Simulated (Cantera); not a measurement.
Ignition delay

Mixture: CO : H2 : CH4 : O2 : N2 = 1 : 0.051 : 1.3 : 2.08 : 6.46 (molar parts), at 1.01 bar, adiabatic and at constant volume. Ignition delay is the time to a rise of 400 K.

Cantera simulation using GRI-Mech 3.0 (53 species, 325 reactions); the numbers are that mechanism's predictions, not measurements. Below about 1000 K GRI-Mech 3.0 lacks low-temperature oxidation paths.

| T0 (K) | delay (ms) |
|---|---|
| 998 | 823 |
| 1048 | 385 |
| 1098 | 179 |
| 1148 | 84.9 |
| 1198 | 41.0 |
| 1248 | 20.3 |

apparent activation energy between 1148 and 1248 K: 170 kJ/mol
